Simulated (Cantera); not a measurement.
A closed system holds: 1 mol C2H5OH, 0.18 mol NH3, equilibrated at 1400000 Pa.

These are equilibrium values from Cantera (NASA tables, ideal gas, pure condensed phases), not measurements of a reactor. Candidate condensed phases: C, C6H6, C7H8, C8H18, H2O; 169 gas species. Ions and electrons are included (thermal ionisation). Rates play no part. All values below are at 4727 °C.

Base state: H 0.627, CO 0.141, H2 0.133, C 0.0355, C2H 0.0140, C2 0.0118, C3 0.00953, CN 0.00706 (mole fractions); condensed: gas only.

Task: What changes in the equilibrium state with this change: NH3 from 0.18 to 0.012 mol?

Result: 
```tsv
species	before	after
H	0.627	0.624
CO	0.141	0.152
H2	0.133	0.132
CN	0.00706	0.000819
N2	0.00534	6.05e-5
C3	0.00953	0.0123
C2	0.0118	0.0140
C2H	0.0140	0.0165
C	0.0355	0.0387
NH	5.77e-5	6.12e-6
N	0.000647	6.89e-5
HNC	0.00223	0.000258
HCN	0.00467	0.000540
CNC	8.95e-5	1.13e-5
```
